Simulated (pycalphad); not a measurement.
Effect of Hf content in Ti-Hf-B

Source of the numbers: pycalphad with the COST 507 light-alloy database (1999); pressure 1 atm. These are 1990s assessments: newer ones move some temperatures and phases. Amounts are mole fractions of atoms.

```json
[
 {"alloy": "Ti-10.85Hf-2.302B (wt.%)", "liquidus (K)": "1876", "first solid": "BM", "solidus (K)": "1815", "phases at 1250 K": "bcc 0.80, BM 0.20"},
 {"alloy": "Ti-15.66Hf-2.214B (wt.%)", "liquidus (K)": "1874", "first solid": "BM", "solidus (K)": "1815", "phases at 1250 K": "bcc 0.80, BM 0.20"},
 {"alloy": "Ti-20.1Hf-2.133B (wt.%)", "liquidus (K)": "1872", "first solid": "BM", "solidus (K)": "1815", "phases at 1250 K": "bcc 0.80, BM 0.20"},
 {"alloy": "Ti-35.04Hf-1.86B (wt.%)", "liquidus (K)": "…", "first solid": "BM", "solidus (K)": "…", "phases at 1250 K": "bcc 0.80, BM 0.20"},
 {"alloy": "Ti-46.59Hf-1.648B (wt.%)", "liquidus (K)": "1855", "first solid": "BM", "solidus (K)": "1826", "phases at 1250 K": "bcc 0.80, BM 0.20"}
]
```

### Question
Some entries are withheld; supply them.

### Answer

- Ti-35.04Hf-1.86B (wt.%), liquidus (K): 1864
- Ti-35.04Hf-1.86B (wt.%), solidus (K): 1819

Database names, with the compositions (at.%) that they take in these runs: BM: Ti 46-50 B 50 Hf 0-4.
